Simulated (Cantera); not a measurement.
Equilibrium for silicon carbide growth: CH₃SiH₃ + C₂H₂ + H₂

Feed: 1 mol CH₃SiH₃, 0.041 mol C₂H₂, 900 mol H₂, equilibrated at 0.140 bar.

Method: chemical equilibrium by Gibbs-energy minimisation in Cantera with the NASA 1993 tables (ideal gas, pure condensed phases). Candidate condensed phases: C, C₆H₆, C₇H₈, C₈H₁₈, Si, SiC; 87 gas species. The feed counts by its element totals alone. Gases not in the tables: Si₂H₆ and higher silanes. The numbers say what is thermodynamically allowed, not how fast it happens.

From 1125 °C to 1875 °C the condensed part is SiC(s). At 2025 °C nothing is condensed. The main Si-bearing gas is SiH₂ at 1125 °C and Si at 2025 °C.

| T (°C) | x H₂ | x H | x Si | x C₂H₂ (acetylene) | x SiH | x CH₄ | x SiH₂ | n SiC(s) |
|---|---|---|---|---|---|---|---|---|
| 1125 | 1.000 | 1.26e-5 | 1.78e-10 | 5.39e-8 | 3.36e-10 | 9.07e-5 | 1.17e-8 | 1.000 |
| 1275 | 1.000 | 8.23e-5 | 6.49e-9 | 1.47e-6 | 6.43e-9 | 8.78e-5 | 7.79e-8 | 1.000 |
| 1425 | 1.000 | 0.000386 | 1.63e-7 | 1.28e-5 | 9.50e-8 | 6.52e-5 | 4.85e-7 | 0.999 |
| 1575 | 0.999 | 0.00142 | 3.74e-6 | 3.28e-5 | 1.40e-6 | 3.28e-5 | 3.47e-6 | 0.992 |
| 1725 | 0.996 | 0.00428 | 5.18e-5 | 7.70e-5 | 1.32e-5 | 1.89e-5 | 1.78e-5 | 0.922 |
| 1875 | 0.988 | 0.0111 | 0.000368 | 0.000288 | 6.71e-5 | 1.57e-5 | 5.37e-5 | 0.517 |
| 2025 | 0.973 | 0.0253 | 0.000852 | 0.000555 | 0.000116 | 1.04e-5 | 5.86e-5 | 0 |
x: gas mole fraction; n: condensed amount in mol.
